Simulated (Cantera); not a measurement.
Cantera run, input and output.

```python
import numpy as np
import cantera as ct

gas = ct.Solution("gri30.yaml")
gas.TPX = 550, 100000, {'C3H8': 1, 'O2': 6.1, 'N2': 22.9}
flame = ct.FreeFlame(gas, width=0.04)
flame.set_refine_criteria(ratio=3, slope=0.08, curve=0.16)
flame.transport_model = "mixture-averaged"
flame.solve(loglevel=0, auto=True)
z, T = flame.grid, flame.T
thick = (T[-1] - T[0]) / np.gradient(T, z).max()
show = ['C3H8', 'O2', 'N2O', 'H', 'H2O', 'C2H6']
print(f"laminar burning velocity  {flame.velocity[0] * 100:.3f} cm/s")
print(f"burnt temperature         {T[-1]:.1f} K")
print(f"thermal thickness         {thick * 1e3:.4f} mm")
print(f"grid points               {len(z)}")
z0 = z[flame.heat_release_rate.argmax()]
print(f"{'z/mm':>9s}{'T/K':>9s}{'u/(m/s)':>9s}" + "".join(f"{s:>11s}" for s in show))
rows = []
for k in (-3, -2, -1.5, -1, -0.5, -0.25, 0, 0.25, 0.5, 1, 2, 4, 8):
    zz = z0 + k * thick
    rows.append([k * thick, np.interp(zz, z, T), np.interp(zz, z, flame.velocity),
                 *(np.interp(zz, z, flame.X[gas.species_index(s)]) for s in show)])
    print(f"{rows[-1][0] * 1e3:9.3f}{rows[-1][1]:9.1f}{rows[-1][2]:9.3f}" + "".join(f"{x:11.3e}" for x in rows[-1][3:]))
```

Result:

```
laminar burning velocity  117.145 cm/s
burnt temperature         2247.6 K
thermal thickness         0.3047 mm
grid points               139
     z/mm      T/K  u/(m/s)       C3H8         O2        N2O          H        H2O       C2H6
   -0.914    550.1    1.172  3.332e-02  2.032e-01  3.631e-13  1.202e-14  2.536e-05  2.575e-08
   -0.609    551.3    1.176  3.328e-02  2.029e-01  8.275e-12  8.668e-12  2.791e-04  6.392e-07
   -0.457    555.9    1.188  3.322e-02  2.021e-01  4.647e-11  3.154e-10  1.060e-03  3.753e-06
   -0.305    587.2    1.261  3.289e-02  1.987e-01  4.441e-10  7.828e-08  5.325e-03  3.877e-05
   -0.152    856.1    1.875  2.636e-02  1.725e-01  7.383e-09  3.906e-05  3.197e-02  6.642e-04
   -0.076   1221.1    2.742  1.131e-02  1.353e-01  2.393e-08  4.877e-04  6.280e-02  1.057e-03
    0.000   1600.6    3.664  5.797e-04  9.173e-02  6.175e-08  2.707e-03  9.358e-02  1.501e-04
    0.076   1765.0    4.048  1.194e-06  6.642e-02  1.196e-07  5.333e-03  1.076e-01  1.143e-06
    0.152   1818.3    4.156  5.018e-10  5.624e-02  1.653e-07  6.643e-03  1.108e-01  2.151e-09
    0.305   1882.9    4.274  5.945e-16  4.912e-02  1.949e-07  6.949e-03  1.110e-01  4.154e-14
    0.609   1965.1    4.430  1.821e-23  4.472e-02  2.070e-07  5.549e-03  1.126e-01  1.841e-19
    1.219   2054.5    4.605  6.949e-34  4.176e-02  2.341e-07  3.337e-03  1.168e-01  8.020e-27
    2.437   2136.5    4.763 -4.072e-41  3.916e-02  2.732e-07  1.635e-03  1.211e-01  2.040e-30
```

Computed with Cantera and GRI-Mech 3.0 (53 species, 325 reactions). GRI-Mech 3.0 was tuned for natural gas; its chemistry of propane as a main component is partial and can be far from experiment. Burning velocities carry a grid error of a few per cent, more on coarse grids.
